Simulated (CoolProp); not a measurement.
Octamethylcyclotetrasiloxane (D4) along the isotherm 562 K: fugacity coefficient from the reference equation and from simpler models built on Tc = 586.5 K, pc = 1.347 MPa, ω = 0.598; each cubic takes its own stable root.

The numbers come from the reference Helmholtz-energy equation of state, Thol 2015 in CoolProp.

```
p (MPa)   phase  reference  van der Waals  Peng-Robinson
-------  ------  ---------  -------------  -------------
1.04     liquid     0.6474         0.7432         0.6444
2.07     liquid     0.3647         0.4643         0.3654
3.11     liquid     0.2710         0.3647         0.2719
4.15     liquid     0.2259         0.3196         0.2266
5.18     liquid     0.2007         0.2971         0.2008
6.22     liquid     0.1851         0.2863         0.1846
7.25     liquid     0.1754         0.2828         0.1742
8.29     liquid     0.1694         0.2844         0.1675
9.33     liquid     0.1660         0.2900         0.1633
10.4     liquid     0.1645         0.2990         0.1609
11.4     liquid     0.1646         0.3102         0.1600
12.4     liquid     0.1658         0.3238         0.1603
13.5     liquid     0.1683         0.3416         0.1615
```

At some of these states van der Waals gives the other phase, because its saturation line lies elsewhere.
